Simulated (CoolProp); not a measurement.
A simple Rankine cycle with R1224YDZ: condensing at 333.15 K, boiler at 2.67 MPa, turbine inlet 421.2 K, turbine efficiency 0.8, pump efficiency 0.7, no recuperator. Each further row changes one setting.

Model: reference Helmholtz-energy equation of state, Akasaka 2023, in CoolProp.

```
case                             thermal efficiency (%)  net work (kJ/kg)  heat in (kJ/kg)  turbine exit temperature (K)  volume ratio over the turbine
-------------------------------  ----------------------  ----------------  ---------------  ----------------------------  -----------------------------
as stated                                           ___              21.2              191                         358.7                           8.24
turbine inlet 441.2 K                              11.3              24.8              220                           ___                           7.21
condensing temperature 325.15 K                    12.2              24.4              200                         353.5                            ___
boiler pressure 1.87 MPa                            9.7              20.2              209                         379.9                           4.75
turbine efficiency 0.7                              9.6              18.3              191                         361.9                           8.34
```

Problem. Fill in the missing entries.

Solution. 
- as stated, thermal efficiency (%): 11.1
- turbine inlet 441.2 K, turbine exit temperature (K): 386.3
- condensing temperature 325.15 K, volume ratio over the turbine: 10.4
